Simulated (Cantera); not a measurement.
A closed system holds: 1 mol Al(CH₃)₃, 4.5 mol N₂O, a varied amount of N₂, held at 1675 K and 11000 Pa.

Method: chemical equilibrium by Gibbs-energy minimisation in Cantera with the NASA 1993 tables (ideal gas, pure condensed phases). Candidate condensed phases: Al, AlN, Al₂O₃, C, C₆H₆, C₇H₈, C₈H₁₈, H₂O; 148 gas species. The feed counts by its element totals alone. Equilibrium is a limit: real reactors are often held back by kinetics, nucleation or transport.

x: gas mole fraction; n: condensed amount in mol.

```json
[
 {"n(N₂) (mol)": "52", "x N₂": "0.883", "x H₂": "0.0702", "x CO": "0.0469", "x H": "9.28e-5", "x HCN": "(withheld)", "x H₂O": "1.17e-5", "x CO₂": "2.36e-6", "n Al₂O₃(s)": "0.500"},
 {"n(N₂) (mol)": "120", "x N₂": "0.943", "x H₂": "0.0340", "x CO": "0.0227", "x H": "6.46e-5", "x HCN": "(withheld)", "x H₂O": "4.83e-6", "x CO₂": "9.72e-7", "n Al₂O₃(s)": "0.500"},
 {"n(N₂) (mol)": "190", "x N₂": "0.963", "x H₂": "0.0222", "x CO": "0.0148", "x H": "5.22e-5", "x HCN": "(withheld)", "x H₂O": "2.86e-6", "x CO₂": "5.76e-7", "n Al₂O₃(s)": "0.500"},
 {"n(N₂) (mol)": "250", "x N₂": "0.971", "x H₂": "0.0171", "x CO": "0.0114", "x H": "4.58e-5", "x HCN": "(withheld)", "x H₂O": "2.08e-6", "x CO₂": "4.19e-7", "n Al₂O₃(s)": "0.500"},
 {"n(N₂) (mol)": "320", "x N₂": "0.977", "x H₂": "0.0135", "x CO": "0.00903", "x H": "4.07e-5", "x HCN": "(withheld)", "x H₂O": "1.56e-6", "x CO₂": "3.14e-7", "n Al₂O₃(s)": "0.500"},
 {"n(N₂) (mol)": "390", "x N₂": "0.981", "x H₂": "0.0112", "x CO": "0.00746", "x H": "3.70e-5", "x HCN": "(withheld)", "x H₂O": "1.23e-6", "x CO₂": "2.49e-7", "n Al₂O₃(s)": "0.500"},
 {"n(N₂) (mol)": "450", "x N₂": "0.984", "x H₂": "0.00972", "x CO": "0.00649", "x H": "3.45e-5", "x HCN": "(withheld)", "x H₂O": "1.04e-6", "x CO₂": "2.10e-7", "n Al₂O₃(s)": "0.500"}
]
```

Task: Some entries are withheld; supply them.

Result: 
- 52, x HCN: 1.36e-5
- 120, x HCN: 5.60e-6
- 190, x HCN: 3.29e-6
- 250, x HCN: 2.37e-6
- 320, x HCN: 1.76e-6
- 390, x HCN: 1.38e-6
- 450, x HCN: 1.15e-6
